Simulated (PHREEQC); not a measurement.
Solution (25 °C): 0.0065 mol/kgw H3BO3 and 0.0012 mol/kgw H2S. Closed to the air; pH follows from the charge balance.

Computed with PHREEQC (ion-association model, phreeqc.dat).

The pH is 4.93. The ionic strength is 1.19e-5 mol/kgw.

| species | molality | activity | log γ |
|---|---|---|---|
| H3BO3 | 0.00650 | 0.00650 | 0.000 |
| H2S | 0.00119 | 0.00119 | 0.000 |
| H+ | 1.19e-5 | 1.18e-5 | -0.002 |
| HS- | 1.15e-5 | 1.15e-5 | -0.002 |
| H2BO3- | 3.18e-7 | 3.17e-7 | -0.002 |

No solid was allowed to form. Complexes and solids missing from the database can't appear.
